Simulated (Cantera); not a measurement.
Feed: 1 mol PbO, a varied amount of CO, 1.3 mol N2, held at 1275 K and 10.0 mbar.

These are equilibrium values from Cantera (NASA tables, ideal gas, pure condensed phases), not measurements of a reactor. Candidate condensed phases: C, Pb, PbO, PbO2, Pb3O4; 27 gas species. Each liquid is taken as pure. Mutual solubility and eutectic melting of coexisting phases are not modelled. Gases not in the tables: (PbO)n polymers. Kinetics and transport are ignored.

Task: Which condensed phases are stable at each of these points (n(CO) (mol)): 0.75, 1, 1.5, 2, 2.8, 4, 5.6?

Result: 
```json
[
 {"n(CO) (mol)": "0.75", "condensed phases": "Pb(l) + PbO(l)", "Pb condensed (%)": "43.0"},
 {"n(CO) (mol)": "1", "condensed phases": "Pb(l)", "Pb condensed (%)": "45.6"},
 {"n(CO) (mol)": "1.5", "condensed phases": "Pb(l)", "Pb condensed (%)": "34.9"},
 {"n(CO) (mol)": "2", "condensed phases": "Pb(l)", "Pb condensed (%)": "23.3"},
 {"n(CO) (mol)": "2.8", "condensed phases": "Pb(l)", "Pb condensed (%)": "4.7"},
 {"n(CO) (mol)": "4", "condensed phases": "gas only", "Pb condensed (%)": "0.0"},
 {"n(CO) (mol)": "5.6", "condensed phases": "gas only", "Pb condensed (%)": "0.0"}
]
```

At 0.75 mol CO the condensed part is Pb(l) + PbO(l). From 1 mol CO to 2.8 mol CO the condensed part is Pb(l). From 4 mol CO to 5.6 mol CO nothing is condensed.
